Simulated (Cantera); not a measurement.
A closed system holds: 1 mol MgSO₄, 0.089 mol H₂O, equilibrated at 2025 K and 150 Torr.

Method: chemical equilibrium by Gibbs-energy minimisation in Cantera with the NASA 1993 tables (ideal gas, pure condensed phases). Candidate condensed phases: H₂O, H₂SO₄, Mg, MgO, Mg(OH)₂, MgS, MgSO₄, S; 26 gas species. Kinetics and transport are ignored.

Base state: SO₂ 0.627, O₂ 0.313, H₂O 0.0544, OH 0.00282, O 0.00101, SO₃ 0.000823, SO 0.000466, H₂ 7.57e-5 (mole fractions); condensed: MgO(s).

Problem. What changes in the equilibrium state with this change: temperature from 2025 K to 1273.15 K?

Solution. 
```csv
species,before,after
SO₂,0.627,0.614
O₂,0.313,0.307
H₂O,0.0544,0.0566
SO₃,0.000823,0.0224
SO,0.000466,1.16e-8
H,3.74e-5,<1e-9
"MgO(s), mol",1.000,1.00
```
